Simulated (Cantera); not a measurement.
# B + O2 (boron, boron nitride and boron oxide)

Feed: 1 mol B, 2.6 mol O2, at 0.000480 bar.

Cantera equilibrium calculation (NASA polynomials, part measured and part estimated; ideal gas, pure solids and liquids). Candidate condensed phases: B, B2O3; 10 gas species. Kinetics and transport are ignored.

At 1573 K the condensed part is B2O3(l). From 1648 K to 2398 K nothing is condensed. The main B-bearing gas is B2O3 at 1573 K and BO2 at 2398 K.

```tsv
T (K)	x O2	x O	x B2O3	x BO2	x BO	x B2O2	n B2O3(l)
1573	0.802	0.000427	0.187	0.0108	1.18e-6	4.47e-9	0.0576
1648	0.778	0.00102	0.203	0.0178	5.18e-6	1.85e-8	0
1723	0.773	0.00228	0.198	0.0271	1.89e-5	6.04e-8	0
1798	0.765	0.00477	0.190	0.0394	6.18e-5	1.77e-7	0
1873	0.754	0.00937	0.181	0.0550	0.000182	4.70e-7	0
1948	0.738	0.0174	0.170	0.0741	0.000489	1.14e-6	0
2023	0.716	0.0308	0.156	0.0961	0.00121	2.52e-6	0
2098	0.686	0.0518	0.139	0.120	0.00275	5.17e-6	0
2173	0.646	0.0834	0.120	0.144	0.00584	9.78e-6	0
2248	0.595	0.128	0.100	0.165	0.0116	1.71e-5	0
2323	0.531	0.189	0.0790	0.180	0.0214	2.75e-5	0
2398	0.456	0.264	0.0580	0.185	0.0369	4.02e-5	0
```
x: gas mole fraction; n: condensed amount in mol.
